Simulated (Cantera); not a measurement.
A Cantera script and what it prints.

```python
import numpy as np
import cantera as ct

gas_names = """
    Ca CaCL CaCL2 CaO Ca2 CL CLO CL2 N NO NO2 NO3 N2 N2O O O2 O3
""".split()
cond_names = """
    Ca(a) Ca(b) Ca(L) CaCL2(s) CaCL2(L) CaO(s) CaO(L)
""".split()


# ... load() reads the species with a 1 bar reference pressure and builds the phases ...
atoms = {
    'CaO': {'Ca': 1, 'O': 1},
    'Cl2': {'CL': 2},
    'N2': {'N': 2},
}
top_T = {}  # K; cautious upper limits of use, not melting points


# ... equilibrate(T, P, feed) seeds the gas with the atoms and calls Mixture.equilibrate('TP', solver="vcs", rtol=1e-11, max_steps=5000) ...
results = []
feed = {'CaO': 1, 'Cl2': 20, 'N2': 1.7}  # mol
P = 13332.2  # Pa
for T in [1325, 1350, 1375, 1400, 1425, 1450, 1475, 1500, 1525, 1550, 1575]:
    mix = equilibrate(T, P, feed)
    results.append((T, P, feed, dict(zip(mix.species_names, mix.species_moles))))

top = {s: max(r[3][s] / sum(r[3][g] for g in gas_names) for r in results) for s in gas_names}
cols = sorted((s for s in top if top[s] > 0.0001), key=lambda s: -top[s])[:6]
seen = [c for c in cond_names if any(r[3].get(c, 0) > 1e-12 for r in results)]
print("log10 of partial pressures in bar; condensed amounts in mol")
print(f"{'T/K':>10s}" + "".join(f"{s[:9]:>10s}" for s in cols + seen))
for T, P, feed, n in results:
    ng = sum(n[g] for g in gas_names)
    print(f"{T:10.4g}" + "".join(f"{np.log10(max(n[s] / ng * P / 1e5, 1e-99)):10.3f}" for s in cols)
          + "".join(f"{n.get(c, 0):10.4g}" for c in seen))
```

It prints:

```
log10 of partial pressures in bar; condensed amounts in mol
       T/K       CL2        CL        N2     CaCL2        O2       CLO  CaCL2(L)
      1325    -0.941    -2.282    -1.980    -4.033    -2.512    -5.039    0.9849
      1350    -0.946    -2.193    -1.982    -3.835    -2.515    -4.968    0.9762
      1375    -0.951    -2.107    -1.985    -3.646    -2.518    -4.900    0.9629
      1400    -0.958    -2.025    -1.988    -3.464    -2.521    -4.836    0.9432
      1425    -0.965    -1.947    -1.992    -3.289    -2.525    -4.775    0.9142
      1450    -0.974    -1.872    -1.996    -3.120    -2.530    -4.717    0.8723
      1475    -0.985    -1.800    -2.002    -2.958    -2.536    -4.663    0.8123
      1500    -0.998    -1.732    -2.008    -2.802    -2.542    -4.613    0.7272
      1525    -1.013    -1.668    -2.016    -2.652    -2.550    -4.566    0.6075
      1550    -1.030    -1.607    -2.025    -2.507    -2.560    -4.523    0.4404
      1575    -1.051    -1.550    -2.036    -2.367    -2.571    -4.485    0.2084
```

These are equilibrium values from Cantera (NASA tables, ideal gas, pure condensed phases), not measurements of a reactor. Condensed phases not in the tables: oxide chlorides.
